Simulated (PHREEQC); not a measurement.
A solution holds 1.3 mmol/kgw HF, 3.8 mmol/kgw NaF, 0.38 mmol/kgw H2SiF6 and 56 mmol/kgw H2SO4, at 5 °C. Closed to the air; pH follows from the charge balance.

The numbers come from PHREEQC with the ion-association model, phreeqc.dat.

No solid was allowed to form.

Q: Order these F species by the share of F that they hold, largest first: HF, SiF6-2, F-.

A: HF (68 %), SiF6-2 (31 %), F- (1.4 %)

Q: Order these S species by the share of S that they hold, largest first: NaSO4-, SO4-2, HSO4-.

A: HSO4- (66 %), SO4-2 (34 %), NaSO4- (0.21 %)

The pH is 1.22 and the ionic strength 0.0953 mol/kgw. At this temperature some constants are extrapolated from 25 °C, and those without enthalpy data are left unchanged. SiF6-2 is the database's only silicon fluoride.
